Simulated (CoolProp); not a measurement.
Properties of ammonia along the isotherm 156.75 °C.

Computed with CoolProp (reference Helmholtz-energy equation of state, Gao 2020).

| p (bar) | phase | cv (kJ/(kg K)) | speed of sound (m/s) | Joule-Thomson coefficient (K/MPa) | isothermal compressibility (1/MPa) | expansivity (1/kK) | Prandtl number |
|---|---|---|---|---|---|---|---|
| 40.6 | gas | 2.068 | 482.4 | 8.134 | 0.2805 | 3.545 | 0.966 |
| 81.2 | gas | 2.359 | 443.6 | 7.489 | 0.1721 | 6.022 | 1.15 |
| 122 | supercritical | 2.758 | 395.8 | 6.468 | 0.1684 | 13.40 | 1.62 |
| 162 | supercritical | 3.106 | 368.1 | 3.916 | 0.1992 | 39.90 | 3.12 |
| 203 | supercritical | 2.849 | 497.0 | 1.685 | 0.04237 | 15.13 | 1.97 |
| 244 | supercritical | 2.748 | 604.0 | 1.036 | 0.01994 | 9.001 | 1.54 |
| 284 | supercritical | 2.703 | 683.7 | 0.7355 | 0.01296 | 6.734 | 1.35 |
| 325 | supercritical | 2.678 | 750.6 | 0.5500 | 0.009516 | 5.490 | 1.25 |
| 365 | supercritical | 2.663 | 806.4 | 0.4273 | 0.007558 | 4.725 | 1.18 |
| 406 | supercritical | 2.654 | 856.9 | 0.3355 | 0.006247 | 4.179 | 1.13 |
| 446 | supercritical | 2.648 | 901.2 | 0.2669 | 0.005346 | 3.784 | 1.09 |
| 487 | supercritical | 2.645 | 942.6 | 0.2109 | 0.004661 | 3.469 | 1.06 |
| 528 | supercritical | 2.642 | 980.8 | 0.1653 | 0.004134 | 3.217 | 1.04 |
| 568 | supercritical | 2.641 | 1016 | 0.1282 | 0.003725 | 3.015 | 1.02 |

Viscosity comes from a separate model (Fenghour 1995). Thermal conductivity comes from a separate model (Tufeu 1984).
